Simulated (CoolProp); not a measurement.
R114 along the isobar 12.4 MPa: Z from the reference equation and from simpler models built on Tc = 420.6 K, pc = 3.352 MPa, ω = 0.252; each cubic takes its own stable root.

Computed with CoolProp (reference Helmholtz-energy equation of state, Platzer 1990). This equation is an older, rougher fit; its heat capacities, sound speeds and derivatives of the liquid may be far off and weren't checked against measurements.

| T (K) | phase | reference | Redlich-Kwong | Soave-Redlich-Kwong | Peng-Robinson |
|---|---|---|---|---|---|
| 418.2 | liquid | 0.5313 | 0.5554 | 0.5546 | 0.4977 |
| 425.6 | supercritical | 0.5343 | 0.5579 | 0.5596 | 0.5032 |
| 433 | supercritical | 0.5382 | 0.5610 | 0.5656 | 0.5095 |
| 440.5 | supercritical | 0.5430 | 0.5648 | 0.5726 | 0.5171 |
| 447.9 | supercritical | 0.5487 | 0.5691 | 0.5806 | 0.5255 |
| 455.4 | supercritical | 0.5555 | 0.5742 | 0.5897 | 0.5352 |
| 462.8 | supercritical | ___ | 0.5799 | 0.5998 | 0.5458 |
| 470.2 | supercritical | 0.5721 | 0.5862 | 0.6109 | ___ |
| 477.7 | supercritical | 0.5822 | 0.5932 | ___ | 0.5702 |
| 485.1 | supercritical | 0.5932 | 0.6007 | 0.6362 | 0.5838 |
| 492.6 | supercritical | 0.6055 | 0.6090 | 0.6502 | 0.5983 |
| 500 | supercritical | 0.6185 | 0.6177 | 0.6647 | 0.6132 |

**Question.** Complete the blanks.

**Answer.** 
- 462.8, reference: 0.5632
- 470.2, Peng-Robinson: 0.5574
- 477.7, Soave-Redlich-Kwong: 0.6232
